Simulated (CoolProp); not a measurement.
Saturation properties of n-nonane.

Model: reference Helmholtz-energy equation of state, Lemmon 2006, in CoolProp. It is a short technical equation, of lower accuracy than the large ones.

| T (K) | p (kPa) | liquid density (kg/m³) | vapour density (kg/m³) | enthalpy of vaporisation (kJ/kg) | liquid cp (kJ/(kg K)) | vapour viscosity (µPa s) |
|---|---|---|---|---|---|---|
| 439.5 | 150.4 | 594.3 | 5.719 | 278.0 | 2.805 | 7.82 |
| 447 | 179.8 | 587.0 | 6.797 | 272.7 | 2.840 | 7.95 |
| 454.5 | 213.5 | 579.6 | 8.034 | 267.2 | 2.876 | 8.08 |
| 462 | 251.8 | 571.9 | 9.448 | … | 2.913 | 8.21 |
| 469.5 | 295.2 | 564.1 | … | 255.6 | 2.950 | 8.34 |
| 477 | 344.1 | 556.0 | 12.90 | 249.5 | 2.988 | 8.48 |
| 484.5 | 398.9 | 547.7 | 14.98 | 243.1 | 3.028 | 8.62 |
| 492 | 460.2 | … | 17.35 | 236.5 | 3.070 | 8.77 |

Complete the blanks.


- 462, enthalpy of vaporisation (kJ/kg): 261.5
- 469.5, vapour density (kg/m³): 11.06
- 492, liquid density (kg/m³): 539.1

It boils at 423.9 K under 1 atm.

Viscosity comes from a separate model (Huber 2004).
